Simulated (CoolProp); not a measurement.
A single-stage vapour-compression cycle with fluoroethane (R161): evaporating at 269.15 K (dew point), condensing at 301.15 K (bubble point), superheat 0 K, subcooling 0 K, compressor efficiency 0.9, no pressure losses. Each further row changes one setting.

The numbers come from the reference Helmholtz-energy equation of state, Wu 2012 in CoolProp.

```csv
case,cooling COP,pressure ratio,discharge temperature (K),refrigerating effect (kJ/kg),volumetric capacity (kJ/m³)
as stated,6.55,2.62,318.4,314,2820
evaporating temperature 274.15 K,8.05,2.22,315.3,317,3360
condensing temperature 296.15 K,7.95,2.29,311.2,325,2930
subcooling 5 K,6.79,2.62,318.4,325,2930
superheat 10 K,6.49,2.62,328.2,327,2800
compressor efficiency 0.8,5.82,2.62,322.2,314,2820
```
